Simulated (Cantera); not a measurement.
What does this Cantera script print?

```python
import numpy as np
import cantera as ct

gas_names = """
    H HO2 H2 H2O H2O2 O OH O2 O3 V VO VO2
""".split()
cond_names = """
    H2O(s) H2O(L) V(cr) V(L) VO(s) VO(L) V2O3(s) V2O3(L) V2O4(I) V2O4(II) V2O4(L) V2O5(s) V2O5(L)
""".split()


# ... load() reads the species with a 1 bar reference pressure and builds the phases ...
atoms = {
    'V': {'V': 1},
    'H2O': {'H': 2, 'O': 1},
    'H2': {'H': 2},
}
top_T = {}  # K; cautious upper limits of use, not melting points


# ... equilibrate(T, P, feed) seeds the gas with the atoms and calls Mixture.equilibrate('TP', solver="vcs", rtol=1e-11, max_steps=5000) ...
results = []
feed = {'V': 1, 'H2O': 2.5, 'H2': 12}  # mol
P = 620000  # Pa
for T in [1925, 2000, 2075, 2150, 2225, 2300, 2375, 2450, 2525, 2600, 2675]:
    mix = equilibrate(T, P, feed)
    results.append((T, P, feed, dict(zip(mix.species_names, mix.species_moles))))

top = {s: max(r[3][s] / sum(r[3][g] for g in gas_names) for r in results) for s in gas_names}
cols = sorted((s for s in top if top[s] > 1e-06), key=lambda s: -top[s])[:5]
seen = [c for c in cond_names if any(r[3].get(c, 0) > 1e-12 for r in results)]
print("log10 of partial pressures in bar; condensed amounts in mol")
print(f"{'T/K':>10s}" + "".join(f"{s[:9]:>10s}" for s in cols + seen))
for T, P, feed, n in results:
    ng = sum(n[g] for g in gas_names)
    print(f"{T:10.4g}" + "".join(f"{np.log10(max(n[s] / ng * P / 1e5, 1e-99)):10.3f}" for s in cols)
          + "".join(f"{n.get(c, 0):10.4g}" for c in seen))
```

Result:

```
log10 of partial pressures in bar; condensed amounts in mol
       T/K        H2       H2O         H       VO2        OH     VO(L)   V2O3(s)
      1925     0.761    -0.369    -2.639    -5.148    -4.833         0       0.5
      2000     0.761    -0.369    -2.408    -4.679    -4.539         0       0.5
      2075     0.761    -0.369    -2.194    -4.246    -4.267         0    0.4999
      2150     0.761    -0.370    -1.995    -3.846    -4.014         0    0.4998
      2225     0.755    -0.308    -1.811    -3.442    -3.714    0.3036    0.3477
      2300     0.743    -0.195    -1.643    -3.050    -3.373    0.9977         0
      2375     0.743    -0.196    -1.479    -2.803    -3.167    0.9959         0
      2450     0.741    -0.197    -1.326    -2.573    -2.974    0.9929         0
      2525     0.740    -0.200    -1.182    -2.358    -2.793    0.9882         0
      2600     0.738    -0.203    -1.047    -2.157    -2.624    0.9808         0
      2675     0.736    -0.208    -0.919    -1.969    -2.465    0.9696         0
```

Cantera equilibrium calculation (NASA polynomials, part measured and part estimated; ideal gas, pure solids and liquids). Mutual solubility and eutectic melting of coexisting phases are not modelled. VO: taken at fixed stoichiometry. Condensed phases not in the tables: the oxides between V2O3 and V2O5 other than VO2.
